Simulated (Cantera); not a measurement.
Input: 1 mol Pb, 1.9 mol O₂, 18 mol H₂, at 1 atm.

Method: chemical equilibrium by Gibbs-energy minimisation in Cantera with the NASA 1993 tables (ideal gas, pure condensed phases). Candidate condensed phases: H₂O, Pb, PbO, PbO₂, Pb₃O₄; 12 gas species. Rates play no part.

Which condensed phases are stable at each of these points (T (K)): 598, 648, 698, 748, 798, 848, 898, 948, 998, 1048?


```json
[
 {"T (K)": "598", "condensed phases": "Pb(s)", "Pb condensed (%)": "100.0"},
 {"T (K)": "648", "condensed phases": "Pb(l)", "Pb condensed (%)": "100.0"},
 {"T (K)": "698", "condensed phases": "Pb(l)", "Pb condensed (%)": "100.0"},
 {"T (K)": "748", "condensed phases": "Pb(l)", "Pb condensed (%)": "100.0"},
 {"T (K)": "798", "condensed phases": "Pb(l)", "Pb condensed (%)": "100.0"},
 {"T (K)": "848", "condensed phases": "Pb(l)", "Pb condensed (%)": "100.0"},
 {"T (K)": "898", "condensed phases": "Pb(l)", "Pb condensed (%)": "100.0"},
 {"T (K)": "948", "condensed phases": "Pb(l)", "Pb condensed (%)": "100.0"},
 {"T (K)": "998", "condensed phases": "Pb(l)", "Pb condensed (%)": "100.0"},
 {"T (K)": "1048", "condensed phases": "Pb(l)", "Pb condensed (%)": "99.9"}
]
```

At 598 K the condensed part is Pb(s). From 648 K to 1048 K the condensed part is Pb(l).
